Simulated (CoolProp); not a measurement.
Vapour-liquid equilibrium of C2F6 (R116) (1) + R22 (2) at 249.4 K; x and y are mole fractions of (1).

Values from CoolProp's multi-fluid Helmholtz-energy mixture model, Lemmon 2006 and Kamei 1995; pair parameters Bell 2016.

```tsv
x	bubble pressure, mixture model (MPa)	bubble pressure, Raoult's law (MPa)	y, mixture model	y, Raoult's law
0.05	___	0.2478	___	0.188
0.2	0.6199	0.3559	0.676	0.524
0.35	___	0.4641	0.738	0.703
0.5	0.7851	0.5722	0.773	0.815
0.65	0.8353	0.6803	0.811	0.891
0.8	___	0.7884	0.868	0.946
0.95	0.9249	0.8965	0.958	0.988
```

Complete the blanks.


- 0.05, bubble pressure, mixture model (MPa): 0.3636
- 0.05, y, mixture model: 0.421
- 0.35, bubble pressure, mixture model (MPa): 0.7261
- 0.8, bubble pressure, mixture model (MPa): 0.8849

The largest gap from Raoult's law is +74.2 % in bubble pressure, at x = 0.2. No azeotrope shows between x = 0.05 and 0.95.

The pair parameters rest on a limited set of measurements; away from them the model extrapolates. With so large a gap from Raoult's law the liquid may split in two, which this calculation doesn't test in full.
